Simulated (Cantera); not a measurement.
Input: 1 mol SiC, 0.015 mol N₂O, 5.8 mol N₂, held at 1 atm.

Equilibrium computed with Cantera from the NASA thermochemical tables; the gas is ideal and each condensed phase is pure. Candidate condensed phases: C, Si, SiC, SiO₂, Si₂N₂O, Si₃N₄; 34 gas species. Mutual solubility and eutectic melting of coexisting phases are not modelled. The numbers say what is thermodynamically allowed, not how fast it happens. All values below are at 1750 K.

Base state: N₂ 0.997, CO 0.00256, SiO 1.98e-5 (mole fractions); condensed: SiC(s) + Si₃N₄(s).

Question: What changes in the equilibrium state with this change: pressure from 1 atm to 1.60 bar?

Answer: 
| species | before | after |
|---|---|---|
| N₂ | 0.997 | 0.997 |
| CO | 0.00256 | 0.00271 |
| SiO | 1.98e-5 | 1.22e-5 |
| SiC(s), mol | 0.985 | 0 |
| Si₃N₄(s), mol | 0.00492 | 0.333 |
| C(graphite), mol | 0 | 0.986 |
| Si₂N₂O(s), mol | 0 | 0.000956 |
